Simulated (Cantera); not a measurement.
A freely propagating, adiabatic, planar premixed flame of CH₄ : O₂ : N₂ = 1 : 1.67 : 6.27 (molar parts), unburnt at 323 K and 3750 Torr; mixture-averaged transport, grid criteria slope 0.08 and curve 0.16, no radiation.

Model: GRI-Mech 3.0 (53 species, 325 reactions), integrated in Cantera. Burning velocities carry a grid error of a few per cent, more on coarse grids.

Task: What does this change do: inlet temperature 323 to 425 K?

Result: 
| quantity | before | after |
|---|---|---|
| laminar burning velocity | 17.0 cm/s | 30.1 cm/s |
| thermal thickness | 0.184 mm | 0.146 mm |
| peak x(H₂) | 0.0278 | 0.0288 |
| peak x(CO) | 0.0539 | 0.0563 |
| peak x(CH₂) | 3.38e-5 | 4.65e-5 |
| peak x(O) | 0.000210 | 0.000366 |

Task: What does this change do: inlet temperature 323 to 498 K?

Result: 
```tsv
quantity	before	after
laminar burning velocity	17.0 cm/s	42.8 cm/s
thermal thickness	0.184 mm	0.127 mm
peak x(H₂)	0.0278	0.0296
peak x(CO)	0.0539	0.0581
peak x(CH₂)	3.38e-5	5.65e-5
peak x(O)	0.000210	0.000514
```
